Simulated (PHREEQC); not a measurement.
Make-up at 13 °C: 0.03 mol/kgw KCl. Closed to the air; pH follows from the charge balance.

The numbers come from PHREEQC with the ion-association model, phreeqc.dat.

Each row changes one thing in this solution. This is a speciation only: nothing precipitates in the calculation.

```json
[
 {"case": "as made", "pH": "7.20", "ionic strength (mol/kgw)": "0.0300"},
 {"case": "temperature from 13 to 80 °C", "pH": "6.29", "ionic strength (mol/kgw)": "0.0300"},
 {"case": "temperature from 13 to 50 °C", "pH": "6.62", "ionic strength (mol/kgw)": "0.0300"},
 {"case": "diluted 2-fold with water", "pH": "7.20", "ionic strength (mol/kgw)": "___"},
 {"case": "KCl from 0.03 to 0.3 mol/kgw", "pH": "7.18", "ionic strength (mol/kgw)": "___"},
 {"case": "KCl replaced by (CH3)4NCl at the same molality", "pH": "7.20", "ionic strength (mol/kgw)": "0.0300"},
 {"case": "diluted 10-fold with water", "pH": "7.21", "ionic strength (mol/kgw)": "___"},
 {"case": "0.00089 mol/kgw Fe2(SO4)3 added", "pH": "3.13", "ionic strength (mol/kgw)": "___"},
 {"case": "KCl from 0.03 to 0.15 mol/kgw", "pH": "7.19", "ionic strength (mol/kgw)": "0.150"}
]
```

**Question.** Complete the blanks.

**Answer.** 
- diluted 2-fold with water, ionic strength (mol/kgw): 0.0150
- KCl from 0.03 to 0.3 mol/kgw, ionic strength (mol/kgw): 0.300
- diluted 10-fold with water, ionic strength (mol/kgw): 0.00300
- 0.00089 mol/kgw Fe2(SO4)3 added, ionic strength (mol/kgw): 0.0374

Some of these states are supersaturated (in Jarosite-K, Hematite (slow to form), for instance). Away from 25 °C the constants follow the database's enthalpies or fits; those with neither stay at their 25 °C values.
